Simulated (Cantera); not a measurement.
Mixture: CH4 : C2H6 : O2 : N2 = 1 : 0.095 : 5.18 : 19.5 (molar parts), equivalence ratio 0.45, at 750 Torr, adiabatic and at constant volume. Ignition delay is the time to a rise of 400 K.

Model: GRI-Mech 3.0 (53 species, 325 reactions), integrated in Cantera.

Task: What does this change do: pressure from 750 Torr to 495 Torr?

Result: 
```csv
quantity,before,after
delay at 1225 K,3.25 ms,4.27 ms
delay at 1425 K,0.411 ms,0.546 ms
delay at 1625 K,86.8 µs,0.119 ms
delay at 1825 K,29.7 µs,41.9 µs
delay at 2025 K,14.4 µs,21.0 µs
apparent activation energy between 1825 and 2025 K,110 kJ/mol,110 kJ/mol
```
